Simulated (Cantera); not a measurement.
Thermodynamics of carbon deposition, reforming and gasification, feed CH₃OH + CO₂ + H₂

Charge: 1 mol CH₃OH, 0.12 mol CO₂, 1.1 mol H₂, held at 10.0 mbar.

Equilibrium computed with Cantera from the NASA thermochemical tables; the gas is ideal and each condensed phase is pure. Candidate condensed phases: C, C₆H₆, C₇H₈, C₈H₁₈, H₂O; 110 gas species. The numbers say what is thermodynamically allowed, not how fast it happens.

| T (°C) | x H₂ | x H₂O | x CO | x CH₄ | x CO₂ | x C₂H₆ | n C(graphite) |
|---|---|---|---|---|---|---|---|
| 350 | 0.517 | 0.266 | 0.00684 | 0.136 | 0.0746 | 3.51e-8 | 0.481 |
| 400 | 0.644 | 0.180 | 0.0256 | 0.0633 | 0.0875 | 1.67e-8 | 0.544 |
| 450 | 0.709 | 0.106 | 0.0733 | 0.0269 | 0.0841 | 6.51e-9 | 0.463 |
| 500 | 0.726 | 0.0529 | 0.153 | 0.0112 | 0.0572 | 2.36e-9 | 0.263 |
| 550 | 0.720 | 0.0218 | 0.229 | 0.00483 | 0.0250 | 8.78e-10 | 0.0533 |
| 600 | 0.719 | 0.0154 | 0.251 | 0.00116 | 0.0143 | 9.19e-11 | 0 |
| 650 | 0.718 | 0.0166 | 0.253 | 0.000202 | 0.0120 | 4.83e-12 | 0 |
x: gas mole fraction; n: condensed amount in mol.

From 350 °C to 550 °C the condensed part is C(graphite). From 600 °C to 650 °C nothing is condensed. The main C-bearing gas is CH₄ at 350 °C and CO at 650 °C.
